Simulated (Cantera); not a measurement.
Feed: 1 mol BCl3, 1.1 mol H2O, 120 mol H2, held at 675 °C and 17.0 Pa.

Method: chemical equilibrium by Gibbs-energy minimisation in Cantera with the NASA 1993 tables (ideal gas, pure condensed phases). Candidate condensed phases: B, B2O3, B3O3H3, H2O; 33 gas species. Gases not in the tables: BHCl2. Equilibrium is a limit: real reactors are often held back by kinetics, nucleation or transport.

Base state: H2 0.976, HCl 0.0239, BCl3 0.000169, B3O3H3 7.17e-5, B3O3Cl3 3.19e-5, HBO 1.73e-5 (mole fractions); condensed: B(s) + B2O3(l).

What changes in the equilibrium state with this change: H2 from 120 to 3.5 mol?


```tsv
species	before	after
H2	0.976	0.587
HCl	0.0239	0.369
BCl3	0.000169	0.0376
B3O3Cl3	3.19e-5	0.00708
B3O3H3	7.17e-5	9.38e-7
HBO	1.73e-5	4.08e-6
B(s), mol	0.232	0
B2O3(l), mol	0.353	0.324
```
